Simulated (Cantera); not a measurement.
A perfectly stirred reactor is fed with CO : H₂ : CH₄ : O₂ : N₂ : H₂O : CO₂ = 1 : 0.09 : 0.49 : 2.68 : 10.1 : 4.1 : 0.15 (molar parts), at 5.00 bar; it is adiabatic with a 725 K inlet, and is followed from long to short residence time, starting on the burning branch (τ in s: 0.2, 0.075, 0.028, 0.01, 0.0037, 0.0014, 0.00051, 0.00019, 6.9e-05, 2.5e-05, 9.4e-06).

Cantera simulation using GRI-Mech 3.0 (53 species, 325 reactions); the numbers are that mechanism's predictions, not measurements.

### Question
Predict: blow-out, bracketed by the residence times tried; x(CO) at τ = 0.200 s; x(H₂) at τ = 0.200 s; x(CH₄) at τ = 0.200 s; x(NO) at τ = 0.200 s; x(CO) at τ = 1.40 ms; x(H₂) at τ = 1.40 ms; x(CH₄) at τ = 1.40 ms; x(NO) at τ = 1.40 ms; x(C₂H₂) at τ = 1.40 ms.

### Answer
| Property | Result |
|---|---|
| blow-out, bracketed by the residence times tried | burning at 0.510 ms, out at 0.190 ms |
| x(CO) at τ = 0.200 s | 8.88e-5 |
| x(H₂) at τ = 0.200 s | 2.32e-5 |
| x(CH₄) at τ = 0.200 s | 2.36e-6 |
| x(NO) at τ = 0.200 s | 3.24e-6 |
| x(CO) at τ = 1.40 ms | 0.00362 |
| x(H₂) at τ = 1.40 ms | 0.000448 |
| x(CH₄) at τ = 1.40 ms | 9.03e-5 |
| x(NO) at τ = 1.40 ms | 1.18e-6 |
| x(C₂H₂) at τ = 1.40 ms | 1.50e-7 |
